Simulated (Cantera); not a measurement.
Charge: 1 mol trisilylamine, 0.72 mol NH₃, 0.47 mol H₂, at 1700 °C and 39.8 Torr.

Method: chemical equilibrium by Gibbs-energy minimisation in Cantera with the NASA 1993 tables (ideal gas, pure condensed phases). Candidate condensed phases: Si, Si₃N₄; 18 gas species. The feed counts by its element totals alone. The tables' values for SiN are old estimates; treat these amounts as uncertain. Gases not in the tables: Si₂H₆ and higher silanes. Kinetics and transport are ignored.

Base state: H₂ 0.870, N₂ 0.124, H 0.00547, Si 0.000595, SiH 9.25e-5, SiH₂ 7.90e-5, Si₂N 1.81e-5, SiN 1.34e-5 (mole fractions); condensed: Si(l).

### Question
What changes in the equilibrium state with this change: temperature from 1700 °C to 477 °C?

### Answer
```
species          before  after
-------------  --------  -----
H₂                0.870   1.00
N₂                0.124  <1e-9
H               0.00547  <1e-9
Si             0.000595  <1e-9
SiH             9.25e-5  <1e-9
SiH₂            7.90e-5  <1e-9
Si₂N            1.81e-5  <1e-9
Si(l), mol         2.99      0
Si(s), mol            0   1.71
Si₃N₄(s), mol         0  0.430
```
